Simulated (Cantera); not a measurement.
A Cantera script and what it prints.

```python
import numpy as np
import cantera as ct

gas_names = """
    CL CL2 H HCL H2 Si SiCL SiCL2 SiCL3 SiCL4 SiH SiHCL3 SiH2 SiH2CL2 SiH3 SiH3CL SiH4 Si2 Si3
""".split()
cond_names = """
    Si(cr) Si(L)
""".split()


def load(file, names, dense=False):
    # The tables refer to 1 bar. Condensed volumes are neglected.
    table = {s.name: s for s in ct.Species.list_from_file(file)}
    out = []
    for n in names:
        d = dict(table[n].input_data)
        d["thermo"] = dict(d["thermo"], **{"reference-pressure": 1e5})
        if dense:
            d["equation-of-state"] = {"model": "constant-volume", "density": "1e6 g/cm^3"}
        out.append(ct.Species.from_dict(d))
    return out


gas = ct.Solution(thermo="ideal-gas", species=load("nasa_gas.yaml", gas_names))
cond = {s.name: ct.Solution(thermo="fixed-stoichiometry", species=[s], name=s.name)
        for s in load("nasa_condensed.yaml", cond_names, dense=True)}
atoms = {
    'SiH2Cl2': {'Si': 1, 'H': 2, 'CL': 2},
    'H2': {'H': 2},
}
top_T = {}  # K; cautious upper limits of use, not melting points


def equilibrate(T, P, feed):
    n = {}
    for name, mol in feed.items():
        for a, k in atoms[name].items():
            n[a] = n.get(a, 0.0) + k * mol
    gas.TPX = T, P, n
    mass = sum(n.values()) * gas.mean_molecular_weight
    gas.equilibrate("TP")
    valid = [c for c in cond.values() if c.min_temp <= T <= top_T.get(c.name, c.max_temp)]
    mix = ct.Mixture([(gas, mass / gas.mean_molecular_weight)] + [(c, 0.0) for c in valid])
    mix.T, mix.P = T, P
    mix.equilibrate("TP", solver="vcs", rtol=1e-11, max_steps=5000)
    return mix


results = []
feed = {'SiH2Cl2': 1, 'H2': 380}  # mol
P = 8100  # Pa
for T in [1025, 1125, 1225, 1325, 1425, 1525, 1625, 1725, 1825, 1925, 2025]:
    mix = equilibrate(T, P, feed)
    results.append((T, P, feed, dict(zip(mix.species_names, mix.species_moles))))
    x = sorted(zip(gas.X, gas.species_names), reverse=True)
    print(f"T = {T:g} K  P = {P:g} Pa  gas = {mix.phase_moles(0):.4g} mol")
    print("   x: " + "  ".join(f"{s} {v:.3e}" for v, s in x if v > 0.001))
    print("   condensed (mol): " + ("  ".join(f"{mix.phase(i).name} {mix.phase_moles(i):.4g}"
          for i in range(1, mix.n_phases) if mix.phase_moles(i) > 1e-12) or "none"))
```

It prints:

```
T = 1025 K  P = 8100 Pa  gas = 381.9 mol
   x: H2 9.953e-01  HCL 4.443e-03
   condensed (mol): Si(cr) 0.8989
T = 1125 K  P = 8100 Pa  gas = 382 mol
   x: H2 9.949e-01  HCL 5.016e-03
   condensed (mol): Si(cr) 0.9646
T = 1225 K  P = 8100 Pa  gas = 382 mol
   x: H2 9.948e-01  HCL 5.085e-03
   condensed (mol): Si(cr) 0.9724
T = 1325 K  P = 8100 Pa  gas = 382 mol
   x: H2 9.948e-01  HCL 5.086e-03
   condensed (mol): Si(cr) 0.9716
T = 1425 K  P = 8100 Pa  gas = 382 mol
   x: H2 9.948e-01  HCL 5.076e-03
   condensed (mol): Si(cr) 0.9694
T = 1525 K  P = 8100 Pa  gas = 382 mol
   x: H2 9.948e-01  HCL 5.065e-03
   condensed (mol): Si(cr) 0.9664
T = 1625 K  P = 8100 Pa  gas = 382 mol
   x: H2 9.946e-01  HCL 5.053e-03
   condensed (mol): Si(cr) 0.9614
T = 1725 K  P = 8100 Pa  gas = 382.1 mol
   x: H2 9.942e-01  HCL 5.051e-03
   condensed (mol): Si(L) 0.9517
T = 1825 K  P = 8100 Pa  gas = 382.3 mol
   x: H2 9.932e-01  HCL 5.065e-03  H 1.542e-03
   condensed (mol): Si(L) 0.9262
T = 1925 K  P = 8100 Pa  gas = 382.7 mol
   x: H2 9.912e-01  HCL 5.063e-03  H 3.344e-03
   condensed (mol): Si(L) 0.8399
T = 2025 K  P = 8100 Pa  gas = 383.6 mol
   x: H2 9.871e-01  H 6.719e-03  HCL 5.041e-03
   condensed (mol): Si(L) 0.5865
```

Method: chemical equilibrium by Gibbs-energy minimisation in Cantera with the NASA 1993 tables (ideal gas, pure condensed phases). The tables' values for SiCl, SiCl3 are old estimates; treat these amounts as uncertain. Gases not in the tables: Si2H6 and higher silanes.
